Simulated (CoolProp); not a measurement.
The fluid at 272.75 K and 15.2 MPa (liquid) is heated at constant pressure to 448.9 K. The same conditions are run with several fluids, on thermodynamics alone (safety and materials aside).

Values from CoolProp's reference Helmholtz-energy equation of state of each fluid (carbonyl sulfide: Lemmon 2006; toluene: Lemmon 2006; hydrogen sulfide: Lemmon 2006; R123: Younglove 1994).

Q: Rank carbonyl sulfide, toluene, hydrogen sulfide, R123 by heat (kJ/kg), highest first.

A: hydrogen sulfide (509), toluene (334), carbonyl sulfide (270), R123 (186)

```
fluid               final phase  final density (kg/m³)
----------------  -------------  ---------------------
carbonyl sulfide  supercritical                    474
toluene                  liquid                    737
hydrogen sulfide  supercritical                    215
R123                     liquid                   1130
```
